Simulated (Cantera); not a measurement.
A perfectly stirred reactor is fed with CH4 : H2 : O2 = 0.033 : 1 : 0.012 (molar parts), equivalence ratio 47, at 0.0263 atm; it is held at 1275 K, and followed from long to short residence time.

Computed with Cantera and GRI-Mech 3.0 (53 species, 325 reactions). GRI-Mech 3.0 stops at C3 and has no aromatics, soot or wall deposition, so with more carbon than oxygen in the feed, carbon stays in small species such as C2H2 where larger ones or solid carbon would form. Radical loss at walls, strong at low pressure, is not modelled.

What does this change do: O2 0.012 to 0.11 parts?


| quantity | before | after |
|---|---|---|
| x(CH4) at τ = 5.70 s | 0.0256 | 0.0131 |
| x(H2) at τ = 5.70 s | 0.949 | 0.779 |
| x(O2) at τ = 5.70 s | 0.000281 | 0.000700 |
| x(HCO) at τ = 5.70 s | 4.27e-10 | 4.28e-9 |
| x(CO2) at τ = 5.70 s | 1.00e-5 | 0.00127 |
| x(CH4) at τ = 95.0 ms | 0.0288 | 0.0132 |
| x(H2) at τ = 95.0 ms | 0.948 | 0.784 |
| x(O2) at τ = 95.0 ms | 0.00223 | 0.00530 |
| x(HCO) at τ = 95.0 ms | 3.22e-8 | 3.88e-7 |
| x(CO2) at τ = 95.0 ms | 1.84e-5 | 0.00104 |
The temperature is held fixed by assumption; the heat of reaction is taken as removed at once.
